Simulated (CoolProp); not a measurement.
Aqueous calcium chloride as a coolant, 26 % by mass, freezing at -32.0 °C, 1 atm.

Values from CoolProp's Melinder's fits for secondary coolants.

| T (°C) | cp (kJ/(kg K)) | Prandtl number | conductivity (W/(m K)) | density (kg/m³) |
|---|---|---|---|---|
| -13 | 2.796 | 34.9 | 0.520 | 1252 |
| -8.4 | 2.811 | 29.7 | 0.526 | 1251 |
| -3.8 | 2.825 | 25.5 | 0.533 | [?] |
| 0.7 | 2.839 | 22.3 | 0.539 | 1247 |
| 5.3 | 2.852 | [?] | 0.546 | 1246 |
| 9.9 | 2.865 | 17.3 | 0.552 | 1244 |
| 14.5 | 2.878 | 15.4 | 0.559 | [?] |
| 19.1 | 2.890 | 13.8 | 0.565 | 1240 |
| 23.7 | [?] | [?] | 0.571 | 1237 |
| 28.3 | 2.912 | 11.3 | 0.578 | 1235 |
| 32.9 | 2.923 | 10.3 | 0.584 | 1232 |
| 37.5 | 2.933 | 9.37 | 0.591 | 1229 |

Fill in the missing entries.


- -3.8, density (kg/m³): 1249
- 5.3, Prandtl number: 19.6
- 14.5, density (kg/m³): 1242
- 23.7, cp (kJ/(kg K)): 2.901
- 23.7, Prandtl number: 12.5
